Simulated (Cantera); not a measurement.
Input: 1 mol SiC, 0.092 mol Si, 9.5 mol N2, held at 1675 K and 13.3 mbar.

Method: chemical equilibrium by Gibbs-energy minimisation in Cantera with the NASA 1993 tables (ideal gas, pure condensed phases). Candidate condensed phases: C, Si, SiC, Si3N4; 20 gas species. Mutual solubility and eutectic melting of coexisting phases are not modelled. Equilibrium is a limit: real reactors are often held back by kinetics, nucleation or transport.

Base state: N2 1.000 (mole fractions); condensed: SiC(s) + Si3N4(s).

### Question
What changes in the equilibrium state with this change: pressure from 13.3 mbar to 2.10 bar?

### Answer
```csv
species,before,after
N2,1.000,1.00
"SiC(s), mol",1.00,0
"Si3N4(s), mol",0.0306,0.364
"C(graphite), mol",0,1.000
```
